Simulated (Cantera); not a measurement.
Mixture: CH₄ : O₂ : N₂ : H₂O = 1 : 3.57 : 11.1 : 2.1 (molar parts), at 2.40 bar, adiabatic and at constant pressure. Ignition delay is the time to a rise of 400 K.

Cantera simulation using GRI-Mech 3.0 (53 species, 325 reactions); the numbers are that mechanism's predictions, not measurements.

### Question
What does this change do: CH4 1 to 2.9 parts?

### Answer
```tsv
quantity	before	after
delay at 1225 K	11.2 ms	20.3 ms
delay at 1325 K	3.37 ms	6.01 ms
delay at 1425 K	1.11 ms	1.91 ms
delay at 1525 K	0.404 ms	0.648 ms
delay at 1625 K	0.163 ms	0.240 ms
apparent activation energy between 1525 and 1625 K	190 kJ/mol	210 kJ/mol
```

### Question
What does this change do: 1.4 parts CO2 added?

### Answer
```
quantity                                                before       after
--------------------------------------------------  ----------  ----------
delay at 1225 K                                        11.2 ms     12.4 ms
delay at 1325 K                                        3.37 ms     3.75 ms
delay at 1425 K                                        1.11 ms     1.24 ms
delay at 1525 K                                       0.404 ms    0.447 ms
delay at 1625 K                                       0.163 ms    0.180 ms
apparent activation energy between 1525 and 1625 K  190 kJ/mol  190 kJ/mol
```
